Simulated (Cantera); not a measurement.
**Gas-phase reforming**

An isothermal, constant-pressure homogeneous reactor starts with 73.5 % CH₄, 26.5 % H₂O, at 1825 K and 10.0 bar.

Cantera simulation using GRI-Mech 3.0 (53 species, 325 reactions); the numbers are that mechanism's predictions, not measurements. GRI-Mech 3.0 stops at C3 and has no aromatics, soot or wall deposition, so with more carbon than oxygen in the feed, carbon stays in small species such as C2H2 where larger ones or solid carbon would form.

```tsv
t (s)	x CH₄	x H₂O	x CH₂	x CH₂CO	x H₂
3.00e-6	0.730	0.264	2.38e-7	5.10e-11	0.00247
1.60e-5	0.702	0.262	5.56e-7	5.37e-8	0.0206
8.57e-5	0.543	0.241	5.01e-7	1.24e-5	0.151
0.000458	0.282	0.195	2.68e-7	4.52e-5	0.387
0.00245	0.112	0.158	1.77e-7	4.73e-5	0.543
0.0131	0.0865	0.109	1.25e-7	2.98e-5	0.599
0.0700	0.0812	0.0323	6.85e-8	8.22e-6	0.662
0.374	0.0771	0.000430	5.10e-8	2.63e-6	0.689
2.00	0.0771	1.06e-5	5.08e-8	2.57e-6	0.689
```
x: mole fraction; the columns are a selection and need not sum to one.

Equilibrium at this temperature and pressure: CH₄ 0.0771, H₂O 1.07e-5, CH₂ 5.08e-8, CH₂CO 2.58e-6, H₂ 0.689 (gas phase only).
